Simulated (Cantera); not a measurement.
A perfectly stirred reactor is fed with CH₄ : O₂ : N₂ = 1 : 2.5 : 22.5 (molar parts), equivalence ratio 0.80, at 12800 Torr; it is adiabatic with a 650 K inlet, and is followed from long to short residence time, starting on the burning branch (τ in s: 0.068, 0.032, 0.015, 0.0073, 0.0034, 0.0016, 0.00078, 0.00037, 0.00017, 8.3e-05, 3.9e-05, 1.9e-05).

Computed with Cantera and GRI-Mech 3.0 (53 species, 325 reactions). The pressure lies above the range GRI-Mech 3.0 was tuned for (to about 10 atm).

x: mole fraction; the columns are a selection and need not sum to one.

```
τ (s)    T (K)     x CH₄    x O₂   x C₂H₄    x NO₂         x O     x C₂H      x H₂
-------  -----  --------  ------  -------  -------  ----------  --------  --------
0.068     1536   2.77e-5  0.0194  2.53e-7  3.28e-8  (withheld)  1.01e-11   2.38e-5
0.032     1533   5.42e-5  0.0196  8.02e-7  4.56e-8  (withheld)  2.50e-11   4.66e-5
0.015     1527  0.000110  0.0200  2.46e-6  5.67e-8  (withheld)  5.14e-11   9.46e-5
0.0073    1515  0.000235  0.0209  7.16e-6  5.76e-8  (withheld)  8.09e-11  0.000195
0.0034    1472  0.000722  0.0240  2.96e-5  3.73e-8  (withheld)  8.08e-11  0.000522
0.0016     650    0.0385  0.0962   <1e-12   <1e-12      <1e-12    <1e-12    <1e-12
0.00078    650    0.0385  0.0962   <1e-12   <1e-12      <1e-12    <1e-12    <1e-12
0.00037    650    0.0385  0.0962   <1e-12   <1e-12      <1e-12    <1e-12    <1e-12
0.00017    650    0.0385  0.0962   <1e-12   <1e-12      <1e-12    <1e-12    <1e-12
8.3e-5     650    0.0385  0.0962   <1e-12   <1e-12      <1e-12    <1e-12    <1e-12
3.9e-5     650    0.0385  0.0962   <1e-12   <1e-12      <1e-12    <1e-12    <1e-12
1.9e-5     650    0.0385  0.0962   <1e-12   <1e-12      <1e-12    <1e-12    <1e-12
```

Some entries are withheld; supply them.


- 0.068, x O: 1.28e-6
- 0.032, x O: 1.90e-6
- 0.015, x O: 2.92e-6
- 0.0073, x O: 4.31e-6
- 0.0034, x O: 5.16e-6
